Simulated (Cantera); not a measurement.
Input: 1 mol MgO, 2.3 mol Cl2, 3.8 mol SiCl4, held at 675 °C and 0.200 bar.

Method: chemical equilibrium by Gibbs-energy minimisation in Cantera with the NASA 1993 tables (ideal gas, pure condensed phases). Candidate condensed phases: Mg, MgCl2, MgO, MgSiO3, Mg2SiO4, Si, SiO2; 20 gas species. Condensed phases not in the tables: alloys, solid solutions and most ternary compounds. Kinetics and transport are ignored.

Base state: SiCl4 0.589, Cl2 0.410, Cl 0.000246, MgCl2 0.000216 (mole fractions); condensed: MgCl2(s) + SiO2(β-quartz).

Problem. What changes in the equilibrium state with this change: pressure from 0.200 bar to 1.33 mbar?

Solution. 
| species | before | after |
|---|---|---|
| SiCl4 | 0.589 | 0.569 |
| Cl2 | 0.410 | 0.395 |
| MgCl2 | 0.000216 | 0.0323 |
| Cl | 0.000246 | 0.00295 |
| MgCl2(s), mol | 0.999 | 0.813 |
| SiO2(β-quartz), mol | 0.500 | 0.500 |
